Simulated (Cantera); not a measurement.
Predominance diagram of Ca at 452 °C against the partial pressures of O2 and F2 (log10, bar). Cantera with NASA thermochemical tables; ideal gases at 1 bar, condensed phases pure. Candidates: Ca(s), CaF2(s), CaO(s). Only these pure phases compete in this equilibrium. Not in the tables: oxide halides.

### Question
Which phase is stable at these pairs, and which metal-bearing vapour leads over it? (-1.7, -44.3); (-8.7, -57); (-22.5, -25.3); (-1.7, -25.3); (-6.9, -50.7); (-19.1, 0); (-22.5, -50.7)

### Answer
```tsv
log p(O2)	log p(F2)	phase	chief vapour	log p (bar)
-1.7	-44.3	CaO(s)	CaF2	-25.8
-8.7	-57	CaO(s)	CaF2	-35.0
-22.5	-25.3	CaF2(s)	CaF2	-21.4
-1.7	-25.3	CaF2(s)	CaF2	-21.4
-6.9	-50.7	CaO(s)	CaF2	-29.6
-19.1	0	CaF2(s)	CaF2	-21.4
-22.5	-50.7	CaO(s)	CaF2	-21.8
```
